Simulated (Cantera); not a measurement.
Input (Python, Cantera):

```python
import numpy as np
import cantera as ct

gas = ct.Solution("h2o2.yaml")
gas.TPX = 648, 1000000, {'H2': 1, 'O2': 0.676, 'N2': 3.18}
flame = ct.FreeFlame(gas, width=0.008)
flame.set_refine_criteria(ratio=3, slope=0.08, curve=0.16)
flame.transport_model = "mixture-averaged"
flame.solve(loglevel=0, auto=True)
z, T = flame.grid, flame.T
thick = (T[-1] - T[0]) / np.gradient(T, z).max()
show = ['H2', 'O2', 'HO2', 'OH', 'H2O', 'H']
print(f"laminar burning velocity  {flame.velocity[0] * 100:.3f} cm/s")
print(f"burnt temperature         {T[-1]:.1f} K")
print(f"thermal thickness         {thick * 1e3:.4f} mm")
print(f"grid points               {len(z)}")
z0 = z[flame.heat_release_rate.argmax()]
print(f"{'z/mm':>9s}{'T/K':>9s}{'u/(m/s)':>9s}" + "".join(f"{s:>11s}" for s in show))
rows = []
for k in (-3, -2, -1.5, -1, -0.5, -0.25, 0, 0.25, 0.5, 1, 2, 4, 8):
    zz = z0 + k * thick
    rows.append([k * thick, np.interp(zz, z, T), np.interp(zz, z, flame.velocity),
                 *(np.interp(zz, z, flame.X[gas.species_index(s)]) for s in show)])
    print(f"{rows[-1][0] * 1e3:9.3f}{rows[-1][1]:9.1f}{rows[-1][2]:9.3f}" + "".join(f"{x:11.3e}" for x in rows[-1][3:]))
```

Result:

```
laminar burning velocity  223.892 cm/s
burnt temperature         2109.4 K
thermal thickness         0.0331 mm
grid points               110
     z/mm      T/K  u/(m/s)         H2         O2        HO2         OH        H2O          H
   -0.099    648.3    2.235  2.039e-01  1.396e-01  1.589e-07  2.322e-13  1.615e-05  1.228e-13
   -0.066    649.8    2.228  1.991e-01  1.404e-01  1.575e-06  9.980e-12  1.303e-04  4.874e-12
   -0.050    653.1    2.223  1.927e-01  1.414e-01  5.978e-06  1.239e-10  4.282e-04  5.883e-11
   -0.033    672.6    2.248  1.755e-01  1.437e-01  4.920e-05  7.784e-09  2.577e-03  4.328e-09
   -0.017    841.4    2.702  1.287e-01  1.414e-01  7.025e-04  3.528e-05  2.547e-02  3.300e-05
   -0.008   1137.9    3.584  8.958e-02  1.242e-01  8.383e-04  5.424e-04  6.907e-02  7.338e-04
    0.000   1485.0    4.638  5.029e-02  9.408e-02  4.779e-04  2.239e-03  1.275e-01  3.031e-03
    0.008   1724.0    5.371  2.452e-02  6.868e-02  2.489e-04  4.958e-03  1.702e-01  4.324e-03
    0.017   1860.3    5.788  1.285e-02  5.580e-02  1.417e-04  6.881e-03  1.912e-01  3.686e-03
    0.033   1986.1    6.164  5.695e-03  4.817e-02  6.428e-05  7.284e-03  2.059e-01  1.775e-03
    0.066   2063.5    6.386  2.292e-03  4.598e-02  2.436e-05  5.383e-03  2.139e-01  4.718e-04
    0.133   2096.7    6.479  7.582e-04  4.565e-02  8.574e-06  3.331e-03  2.177e-01  9.122e-05
    0.265   2106.9    6.507  3.029e-04  4.573e-02  4.433e-06  2.264e-03  2.189e-01  2.528e-05
```

Cantera simulation using the H2/O2 subset of GRI-Mech 3.0, which has no nitrogen chemistry; the numbers are that mechanism's predictions, not measurements. The hydrogen kinetics of GRI-Mech 3.0 are dated; newer H2 mechanisms differ, most at raised pressure. Burning velocities carry a grid error of a few per cent, more on coarse grids.
